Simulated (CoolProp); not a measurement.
Vapour-liquid equilibrium of benzene (1) + n-nonane (2) at 119.45 °C; x and y are mole fractions of (1).

Computed with CoolProp (multi-fluid Helmholtz-energy mixture model, Thol 2012 and Lemmon 2006; pair parameters Bell 2016).

```csv
x,bubble pressure (MPa),y at the bubble point,dew pressure at overall composition x (MPa),liquid density (mol/L)
0.05,0.06061,0.351,0.04278,5.094
0.15,0.09558,0.621,0.04743,5.371
0.25,0.1254,0.735,0.05319,5.678
0.35,0.1513,0.801,0.06050,6.021
0.45,0.1746,0.846,0.07007,6.407
0.55,0.1964,0.881,0.08312,6.844
0.65,0.2176,0.911,0.1018,7.344
0.75,0.2390,0.937,0.1305,7.920
0.85,0.2610,0.963,0.1768,8.590
0.95,0.2841,0.988,0.2496,9.379
```

No azeotrope shows between x = 0.05 and 0.95.

The pair parameters rest on a limited set of measurements; away from them the model extrapolates.
